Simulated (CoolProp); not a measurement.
Vapour-liquid equilibrium of propane (1) + R152A (2) at 240 kPa; x and y are mole fractions of (1).

The numbers come from the multi-fluid Helmholtz-energy mixture model, Lemmon 2009 and Outcalt 1996; pair parameters Bell 2016 in CoolProp.

```tsv
x	bubble temperature, mixture model (°C)	bubble temperature, Raoult's law (°C)	y, mixture model	y, Raoult's law
0.05	-8.5	-3.7	0.224	0.088
0.125	-14.4	-5.3	0.418	0.209
0.2	-18.0	-6.9	0.523	0.318
0.275	-20.2	-8.4	?	0.417
0.35	?	-9.9	?	0.506
0.425	-22.3	-11.3	0.651	0.586
0.5	-22.8	-12.6	?	0.659
0.575	-23.2	-13.9	0.691	0.725
0.65	-23.4	-15.2	0.711	0.785
0.725	-23.6	-16.4	0.736	0.839
0.8	-23.5	-17.6	0.771	0.889
0.875	-23.1	-18.7	0.823	0.934
0.95	-22.0	-19.8	0.908	0.975
```

### Question
What belongs in the gaps?

### Answer

- 0.275, y, mixture model: 0.584
- 0.35, bubble temperature, mixture model (°C): -21.5
- 0.35, y, mixture model: 0.624
- 0.5, y, mixture model: 0.672

The largest gap from Raoult's law is -11.8 K in bubble temperature, at x = 0.275. y crosses x between x = 0.725 and 0.8: the model has an azeotrope there.

The pair parameters rest on a limited set of measurements; away from them the model extrapolates.
